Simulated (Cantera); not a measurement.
Input (Python, Cantera) and output of one run.

```python
import numpy as np
import cantera as ct

gas_names = """
    H HNO HNO2 HNO3 HO2 H2 H2O H2O2 N NH NH2 NH3 NH2OH NO NO2 NO3 N2 N2H2 N2H4 N2O O OH O2 O3
""".split()
cond_names = """
    H2O(s) H2O(L)
""".split()


# ... load() reads the species with a 1 bar reference pressure and builds the phases ...
atoms = {
    'N2O': {'N': 2, 'O': 1},
    'H2O': {'H': 2, 'O': 1},
    'O2': {'O': 2},
}
top_T = {}  # K; cautious upper limits of use, not melting points


# ... equilibrate(T, P, feed) seeds the gas with the atoms and calls Mixture.equilibrate('TP', solver="vcs", rtol=1e-11, max_steps=5000) ...
results = []
feed = {'N2O': 1, 'H2O': 1.8, 'O2': 0.098}  # mol
T = 525  # K
P = 10000  # Pa
mix = equilibrate(T, P, feed)
results.append((T, P, feed, dict(zip(mix.species_names, mix.species_moles))))
print(gas.report(threshold=0.0001))
for i in range(1, mix.n_phases):
    print(f"{mix.phase(i).name:16s} {mix.phase_moles(i):12.5e} mol")
```

Output:

```
       temperature   525 K
          pressure   10000 Pa
           density   0.053649 kg/m^3
  mean mol. weight   23.418 kg/kmol
   phase of matter   gas

                          1 kg             1 kmol
                     ---------------   ---------------
          enthalpy       -5.1582e+06        -1.208e+08  J
   internal energy       -5.3446e+06       -1.2516e+08  J
           entropy             10170        2.3817e+05  J/K
    Gibbs function       -1.0498e+07       -2.4584e+08  J
 heat capacity c_p            1411.3             33051  J/K
 heat capacity c_v            1056.3             24737  J/K

                      mass frac. Y      mole frac. X     chem. pot. / RT
                     ---------------   ---------------   ---------------
               H2O            0.4075           0.52972           -81.596
                N2           0.35204           0.29429           -27.041
                O2           0.24046           0.17599           -29.194
     [  +21 minor]        1.5639e-08        8.2469e-09

H2O(L)            0.00000e+00 mol
```

Equilibrium computed with Cantera from the NASA thermochemical tables; the gas is ideal and each condensed phase is pure.
